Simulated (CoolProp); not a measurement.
A closed Brayton cycle with carbon dioxide: compressor inlet 329.15 K and 9.9 MPa, high pressure 20 MPa, turbine inlet 700 K, compressor efficiency 0.85, turbine efficiency 0.85, recuperator effectiveness 0.95 (on enthalpy, no pinch check). Each further row changes one setting.

Values from CoolProp's reference Helmholtz-energy equation of state, Span 1996.

```
case                           thermal efficiency (%)  net work (kJ/kg)  compressor to turbine work  compressor exit (K)  turbine exit (K)
-----------------------------  ----------------------  ----------------  --------------------------  -------------------  ----------------
as stated                                        26.7              43.0                        0.42                381.4             625.9
turbine inlet 650 K                              24.1              36.6                        0.46                381.4             578.5
compressor inlet 339.15 K                        25.3              37.6                        0.49                398.2             625.9
high pressure 17 MPa                             25.6              34.9                        0.40                369.2             642.9
recuperator effectiveness 0.5                    14.7              43.0                        0.42                381.4             625.9
```
